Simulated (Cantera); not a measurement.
Charge: 1 mol Si, 0.074 mol H₂O, 47 mol N₂, equilibrated at 1675 K and 10.0 mbar.

Method: chemical equilibrium by Gibbs-energy minimisation in Cantera with the NASA 1993 tables (ideal gas, pure condensed phases). Candidate condensed phases: H₂O, Si, SiO₂, Si₂N₂O, Si₃N₄; 35 gas species. The numbers say what is thermodynamically allowed, not how fast it happens.

Base state: N₂ 0.997, SiO 0.00159, H₂ 0.00157, H 4.60e-5 (mole fractions); condensed: Si₃N₄(s).

Problem. What changes in the equilibrium state with this change: temperature from 1675 K to 923.15 K?

Solution. 
| species | before | after |
|---|---|---|
| N₂ | 0.997 | 0.998 |
| H₂ | 0.00157 | 0.00159 |
| SiO | 0.00159 | <1e-9 |
| H | 4.60e-5 | <1e-9 |
| Si₃N₄(s), mol | 0.308 | 0.284 |
| Si₂N₂O(s), mol | 0 | 0.0740 |
N₂ is the only nitrogen source here; it is nearly inert below about 1500 K, so the nitride shown seldom forms there in practice.
